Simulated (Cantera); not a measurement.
Standard-state values (1 bar) from the NASA 1993 polynomials, evaluated with Cantera. Values are per mole of reaction as written; species without (g) are pure solids or liquids, kept so even where they would boil at 1 bar.

**Question.** Between 375 and 1050 K, where is each reaction favourable under standard conditions?
- NO(g) + Pb → PbO(g) + N(g)

**Answer.** 
- NO(g) + Pb → PbO(g) + N(g): ΔG° is 408 kJ at 375 K and 334 kJ at 1050 K; it stays positive (K < 1). ΔH° is 443 kJ and ΔS° 105 J/K at 1050 K.
